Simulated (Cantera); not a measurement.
A diamond (100) surface in a fixed gas of H2 with x(CH4) = 0.0025, x(H) = 0.00024, x(CH3) = 3.9e-05, at 1023 K; coverages are run to steady state.

Computed with Cantera and the Harris–Goodwin 1993 mechanism for the reconstructed diamond (100) surface.

θ: site fractions in the mechanism's names (c6HH fully hydrogenated, c6H* and c6*H radical sites, c6** diradical, c6HM methylated).

| P (Pa) | growth (µm/h) | θ c6HH | θ c6H* | θ c6*H | θ c6** | θ c6HM |
|---|---|---|---|---|---|---|
| 820 | ___ | 0.590 | 0.0194 | 0.372 | 0.00763 | 0.00730 |
| 1400 | ___ | 0.587 | 0.0192 | 0.370 | 0.00758 | 0.0115 |
| 2300 | ___ | 0.582 | 0.0191 | 0.367 | 0.00752 | 0.0170 |
| 3900 | ___ | 0.577 | 0.0189 | 0.363 | 0.00744 | 0.0242 |
| 6600 | ___ | 0.570 | 0.0187 | 0.358 | 0.00735 | 0.0324 |
| 11000 | ___ | 0.563 | 0.0184 | 0.354 | 0.00726 | 0.0403 |
| 19000 | ___ | 0.557 | 0.0182 | 0.350 | 0.00718 | 0.0476 |
| 32000 | ___ | 0.553 | 0.0181 | 0.347 | 0.00712 | 0.0529 |

Task: Fill in the missing entries.

Result: 
- 820, growth (µm/h): 0.0198
- 1400, growth (µm/h): 0.0501
- 2300, growth (µm/h): 0.117
- 3900, growth (µm/h): 0.276
- 6600, growth (µm/h): 0.616
- 11000, growth (µm/h): 1.27
- 19000, growth (µm/h): 2.57
- 32000, growth (µm/h): 4.80
